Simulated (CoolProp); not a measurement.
R143a at 298.15 K and 0.62 MPa is compressed adiabatically to 3.71 MPa with isentropic efficiency 0.8. Each further row changes one setting.

The numbers come from the reference Helmholtz-energy equation of state, Lemmon and Jacobsen 2000 in CoolProp.

```csv
case,work (kJ/kg),final temperature (K),final density (kg/m³)
as stated,…,385.6,136
efficiency 1,…,…,145
efficiency 0.65,…,…,…
```

### Question
Some entries are withheld; supply them.

### Answer

- as stated, work (kJ/kg): 59.1
- efficiency 1, work (kJ/kg): 47.3
- efficiency 1, final temperature (K): 377.8
- efficiency 0.65, work (kJ/kg): 72.8
- efficiency 0.65, final temperature (K): 394.9
- efficiency 0.65, final density (kg/m³): 127
